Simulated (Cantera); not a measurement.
A diamond (100) surface in a fixed gas of H2 with x(CH4) = 0.0021, x(CH3) = 0.0018, at 975 K, 0.0110 bar; coverages are run to steady state.

Cantera simulation using the Harris–Goodwin 1993 mechanism for the reconstructed diamond (100) surface; the numbers are that mechanism's predictions, not measurements.

θ: site fractions in the mechanism's names (c6HH fully hydrogenated, c6H* and c6*H radical sites, c6** diradical, c6HM methylated).

```json
[
 {"x(H)": "0.0001", "growth (µm/h)": "0.407", "θ c6HH": "0.242", "θ c6H*": "0.00536", "θ c6*H": "0.118", "θ c6**": "0.000446", "θ c6HM": "0.474"},
 {"x(H)": "0.0002", "growth (µm/h)": "[?]", "θ c6HH": "0.249", "θ c6H*": "[?]", "θ c6*H": "[?]", "θ c6**": "[?]", "θ c6HM": "0.460"},
 {"x(H)": "0.00039", "growth (µm/h)": "1.44", "θ c6HH": "0.272", "θ c6H*": "0.00660", "θ c6*H": "0.145", "θ c6**": "0.00145", "θ c6HM": "0.430"},
 {"x(H)": "0.00078", "growth (µm/h)": "2.50", "θ c6HH": "0.316", "θ c6H*": "0.00786", "θ c6*H": "0.173", "θ c6**": "0.00240", "θ c6HM": "0.374"},
 {"x(H)": "0.0016", "growth (µm/h)": "4.02", "θ c6HH": "0.381", "θ c6H*": "0.00968", "θ c6*H": "0.213", "θ c6**": "0.00371", "θ c6HM": "0.293"},
 {"x(H)": "0.0031", "growth (µm/h)": "5.56", "θ c6HH": "0.449", "θ c6H*": "0.0115", "θ c6*H": "0.254", "θ c6**": "0.00502", "θ c6HM": "0.209"},
 {"x(H)": "0.0061", "growth (µm/h)": "6.95", "θ c6HH": "0.511", "θ c6H*": "0.0132", "θ c6*H": "0.291", "θ c6**": "0.00618", "θ c6HM": "0.133"},
 {"x(H)": "0.012", "growth (µm/h)": "7.97", "θ c6HH": "0.557", "θ c6H*": "0.0145", "θ c6*H": "0.318", "θ c6**": "0.00703", "θ c6HM": "[?]"},
 {"x(H)": "0.024", "growth (µm/h)": "8.61", "θ c6HH": "0.585", "θ c6H*": "0.0153", "θ c6*H": "0.336", "θ c6**": "0.00757", "θ c6HM": "0.0420"}
]
```

Question: Some entries are withheld; supply them.

Answer: 
- 0.0002, growth (µm/h): 0.790
- 0.0002, θ c6H*: 0.00583
- 0.0002, θ c6*H: 0.128
- 0.0002, θ c6**: 0.000832
- 0.012, θ c6HM: 0.0776
